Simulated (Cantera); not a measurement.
Feed: 1 mol BCl₃, 1.5 mol O₂, 13 mol N₂, 0.45 mol H₂O, at 0.0133 bar.

These are equilibrium values from Cantera (NASA tables, ideal gas, pure condensed phases), not measurements of a reactor. Candidate condensed phases: B, BN, B₂O₃, B₃O₃H₃, H₂O, NH₄Cl; 49 gas species. The tables' values for BOCl are old estimates; treat these amounts as uncertain. Rates play no part. All values below are at 1673 K.

Base state: N₂ 0.747, Cl 0.113, O₂ 0.0538, HCl 0.0436, B₂O₃ 0.0223, HBO₂ 0.00785, Cl₂ 0.00615, BOCl 0.00358 (mole fractions); condensed: gas only.

What changes in the equilibrium state with this change: pressure from 0.0133 bar to 0.0100 bar?


| species | before | after |
|---|---|---|
| N₂ | 0.747 | 0.746 |
| Cl | 0.113 | 0.116 |
| O₂ | 0.0538 | 0.0536 |
| Cl₂ | 0.00615 | 0.00485 |
| HCl | 0.0436 | 0.0432 |
| B₂O₃ | 0.0223 | 0.0221 |
| O | 6.71e-5 | 7.74e-5 |
| ClO | 6.09e-5 | 5.40e-5 |
